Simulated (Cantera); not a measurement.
An isothermal, constant-pressure homogeneous reactor starts with N2O : H2 : N2 = 1 : 0.014 : 6 (molar parts), at 1473 K and 0.0210 bar. Integrator tolerance rtol = 1e-08.

Computed with Cantera and GRI-Mech 3.0 (53 species, 325 reactions). GRI-Mech 3.0 was tuned for natural gas; its chemistry of N2O as a main component is partial and can be far from experiment. Radical loss at walls, strong at low pressure, is not modelled. The temperature is held fixed by assumption; the heat of reaction is taken as removed at once.

### Question
What does this change do: temperature 1473 to 1323 K?

### Answer
| quantity | before | after |
|---|---|---|
| x(N2O) at 1.00 s | 0.0566 (gas-phase equilibrium 6.36e-9) | 0.125 (gas-phase equilibrium 2.90e-9) |
| x(H2) at 1.00 s | 4.54e-7 (gas-phase equilibrium 6.61e-8) | 9.26e-8 (gas-phase equilibrium 6.55e-9) |
| x(NO) at 1.00 s | 0.0161 (gas-phase equilibrium 0.000652) | 0.00211 (gas-phase equilibrium 0.000280) |
| x(OH) at 1.00 s | 5.09e-5 (gas-phase equilibrium 1.65e-5) | 1.56e-5 (gas-phase equilibrium 3.67e-6) |
| x(H2O) at 1.00 s | 0.00189 (gas-phase equilibrium 0.00186) | 0.00197 (gas-phase equilibrium 0.00186) |
The mechanism lacks the step 2 NO + O2 → 2 NO2, which can matter for NO2 below about 1400 K.

### Question
What does this change do: temperature 1473 to 1075 K?

### Answer
| quantity | before | after |
|---|---|---|
| x(N2O) at 1.00 s | 0.0566 (gas-phase equilibrium 6.36e-9) | 0.141 (gas-phase equilibrium 4.98e-10) |
| x(H2) at 1.00 s | 4.54e-7 (gas-phase equilibrium 6.61e-8) | 0.000647 (gas-phase equilibrium 3.54e-11) |
| x(NO) at 1.00 s | 0.0161 (gas-phase equilibrium 0.000652) | 1.52e-5 (gas-phase equilibrium 4.12e-5) |
| x(OH) at 1.00 s | 5.09e-5 (gas-phase equilibrium 1.65e-5) | 2.86e-6 (gas-phase equilibrium 1.21e-7) |
| x(H2O) at 1.00 s | 0.00189 (gas-phase equilibrium 0.00186) | 0.00135 (gas-phase equilibrium 0.00186) |
The mechanism lacks the step 2 NO + O2 → 2 NO2, which can matter for NO2 below about 1400 K.
